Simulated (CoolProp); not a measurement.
R1234ze(E) along the isotherm -52.95 °C: fugacity coefficient from the reference equation and from simpler models built on Tc = 109.4 °C, pc = 3.635 MPa, ω = 0.313; each cubic takes its own stable root.

Computed with CoolProp (reference Helmholtz-energy equation of state, Thol 2016).

| p (MPa) | phase | reference |
|---|---|---|
| 1.5 | liquid | 0.01234 |
| 3 | liquid | 0.006598 |
| 4.5 | liquid | 0.004704 |
| 6 | liquid | 0.003773 |
| 7.5 | liquid | 0.003228 |
| 9 | liquid | 0.002876 |
| 10.5 | liquid | 0.002635 |
| 12 | liquid | 0.002464 |
| 13.5 | liquid | 0.002341 |
| 15 | liquid | 0.002252 |

How far does each simpler model (Redlich-Kwong, Soave-Redlich-Kwong) lie from the reference over these 10 states: mean and median of the absolute difference, and the worst?


- Redlich-Kwong: mean 182.9 %, median 182.9 %, worst +194.3 % at -52.95 °C and 15 MPa
- Soave-Redlich-Kwong: mean 2.5 %, median 2.3 %, worst +5.5 % at -52.95 °C and 15 MPa
